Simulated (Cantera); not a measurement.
An adiabatic, constant-pressure homogeneous reactor starts with CO : H₂ : CH₄ : O₂ : N₂ = 1 : 1.5 : 0.1 : 2.07 : 7.79 (molar parts), equivalence ratio 0.70, at 1273 K and 3.40 bar. Integrator tolerance rtol = 1e-08.

Computed with Cantera and GRI-Mech 3.0 (53 species, 325 reactions).

What does this change do: pressure from 3.40 bar to 10.0 bar?


| quantity | before | after |
|---|---|---|
| time of steepest temperature rise | 15.4 µs | 11.2 µs |
| temperature at 0.800 s | 2644 K | 2691 K |
| equilibrium temperature | 2644 K | 2691 K |
| x(CO) at 0.800 s | 0.0148 (gas-phase equilibrium 0.0148) | 0.0114 (gas-phase equilibrium 0.0114) |
| x(H₂) at 0.800 s | 0.00379 (gas-phase equilibrium 0.00379) | 0.00279 (gas-phase equilibrium 0.00279) |
| x(CH₄) at 0.800 s | <1e-12 (gas-phase equilibrium <1e-12) | <1e-12 (gas-phase equilibrium <1e-12) |
| x(N₂O) at 0.800 s | 1.29e-6 (gas-phase equilibrium 1.29e-6) | 2.35e-6 (gas-phase equilibrium 2.35e-6) |
| x(CH₂CO) at 0.800 s | <1e-12 (gas-phase equilibrium <1e-12) | <1e-12 (gas-phase equilibrium <1e-12) |
| x(H₂O) at 0.800 s | 0.138 (gas-phase equilibrium 0.138) | 0.141 (gas-phase equilibrium 0.141) |
